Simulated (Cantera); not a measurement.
**NO annealing gas**

A perfectly stirred reactor is fed with 8.33 % NO, 91.7 % N2, at 2670 Pa; it is held at 2200 K, and followed from long to short residence time.

Model: GRI-Mech 3.0 (53 species, 325 reactions), integrated in Cantera. Radical loss at walls, strong at low pressure, is not modelled.

| τ (s) | x NO | x O2 | x N2 | x N2O | x NO2 |
|---|---|---|---|---|---|
| 0.58 | 0.0752 | 0.00363 | 0.920 | 2.58e-6 | 1.94e-6 |
| 0.24 | 0.0815 | 0.000699 | 0.917 | 3.25e-6 | 8.67e-7 |
| 0.099 | 0.0829 | 0.000121 | 0.917 | 3.39e-6 | 3.51e-7 |
| 0.041 | 0.0832 | 2.06e-5 | 0.917 | 3.27e-6 | 1.40e-7 |
| 0.017 | 0.0833 | 3.36e-6 | 0.917 | 2.89e-6 | 5.35e-8 |
| 0.0071 | 0.0833 | 5.28e-7 | 0.917 | 2.23e-6 | 1.92e-8 |
| 0.0030 | 0.0833 | 8.19e-8 | 0.917 | 1.46e-6 | 6.33e-9 |
| 0.0012 | 0.0833 | 1.13e-8 | 0.917 | 7.65e-7 | 1.74e-9 |
| 0.00051 | 0.0833 | 1.86e-9 | 0.917 | 3.69e-7 | 4.61e-10 |
| 0.00021 | 0.0833 | 3.00e-10 | 0.917 | 1.62e-7 | 1.01e-10 |
x: mole fraction; the columns are a selection and need not sum to one.
